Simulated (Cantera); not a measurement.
## Equilibrium for carbothermic reduction: CuO + CO + H2

Feed: 1 mol CuO, a varied amount of CO, 0.22 mol H2, at 0.00310 bar.

These are equilibrium values from Cantera (NASA tables, ideal gas, pure condensed phases), not measurements of a reactor. Candidate condensed phases: C, C6H6, C7H8, C8H18, Cu, CuO, Cu(OH)2, Cu2O, H2O; 113 gas species. Equilibrium is a limit: real reactors are often held back by kinetics, nucleation or transport.

Stable condensed phases:

```
T in K \ n(CO) in mol
         0.89  1.4  2.1  3.3  5.1  7.9   12
   2275     A    A    A    A    A    A    A
   2225     A    A    A    A    A    A    A
   2175     A    A    A    A    A    A    A
   2125     A    A    A    A    A    A    A
   2075     A    A    A    A    A    A    A
   2025     A    A    A    A    A    A    A
   1975     A    A    A    A    A    A    A
   1925     A    A    A    A    A    A    A
   1875     B    A    A    A    A    A    A
   1825     B    B    B    A    A    A    A
   1775     B    B    B    B    B    A    A
   1725     B    B    B    B    B    B    B
```

A: gas only; B: Cu.
